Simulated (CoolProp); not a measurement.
Saturation properties of R1123 (Tc = 58.6 °C, pc = 45.49 bar, ω = 0.243).

The numbers come from the reference Helmholtz-energy equation of state, Akasaka 2020 in CoolProp.

```
T (°C)  p (bar)  vapour density (kg/m³)  enthalpy of vaporisation (kJ/kg)  liquid cp (kJ/(kg K))
------  -------  ----------------------  --------------------------------  ---------------------
-20.05    5.740                   25.48                             192.3                  1.389
-14.75    6.862                   30.39                             187.3                  1.410
-9.55     8.115                       ?                             182.1                  1.435
-4.35     9.531                   42.30                                 ?                  1.462
0.95      11.15                   49.76                                 ?                      ?
6.15          ?                   58.18                             164.7                  1.532
11.45     14.97                   68.07                             158.0                  1.577
16.65     17.18                   79.30                             151.0                      ?
```

Q: Complete the blanks.

A: 
- -9.55, vapour density (kg/m³): 35.93
- -4.35, enthalpy of vaporisation (kJ/kg): 176.6
- 0.95, enthalpy of vaporisation (kJ/kg): 170.8
- 0.95, liquid cp (kJ/(kg K)): 1.494
- 6.15, p (bar): 12.94
- 16.65, liquid cp (kJ/(kg K)): 1.631

It boils at -61.2 °C under 1 atm.
